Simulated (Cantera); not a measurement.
## B + NH₃ + N₂ (boron, boron nitride and boron oxide)

Charge: 1 mol B, 7.6 mol NH₃, 0.22 mol N₂, equilibrated at 2348.15 K.

These are equilibrium values from Cantera (NASA tables, ideal gas, pure condensed phases), not measurements of a reactor. Candidate condensed phases: B, BN; 15 gas species. The tables' values for BH₂ are old estimates; treat these amounts as uncertain. Gases not in the tables: B₂H₆ and higher boranes. Rates play no part.

From 0.0750 Torr to 0.210 Torr nothing is condensed. From 0.578 Torr to 12.8 Torr the condensed part is B(s). From 34.5 Torr to 750 Torr the condensed part is BN(s).

```csv
P (Pa),x H₂,x H,x N₂,x B,x BH₂,x BH,x BN,x BH₃,n B(s),n BN(s)
10,0.212,0.569,0.175,0.0432,0.000128,0.000153,9.11e-5,1.77e-8,0,0
28,0.333,0.426,0.193,0.0468,0.000608,0.000348,0.000173,1.76e-7,0,0
77,0.458,0.301,0.215,0.0238,0.00117,0.000343,0.000154,6.58e-7,0.525,0
220,0.560,0.197,0.233,0.00832,0.00143,0.000225,9.48e-5,1.50e-6,0.826,0
600,0.626,0.126,0.243,0.00305,0.00159,0.000144,5.87e-5,2.93e-6,0.920,0
1700,0.669,0.0775,0.250,0.00108,0.00170,8.83e-5,3.54e-5,5.46e-6,0.953,0
4600,0.718,0.0488,0.231,0.000382,0.00176,5.34e-5,1.98e-5,9.59e-6,0,0.966
13000,0.737,0.0294,0.233,8.00e-5,0.00107,1.91e-5,7.01e-6,9.92e-6,0,0.982
36000,0.747,0.0178,0.234,1.73e-5,0.000649,6.91e-6,2.53e-6,1.01e-5,0,0.990
100000,0.754,0.0107,0.235,3.74e-6,0.000392,2.50e-6,9.12e-7,1.02e-5,0,0.994
```
x: gas mole fraction; n: condensed amount in mol.
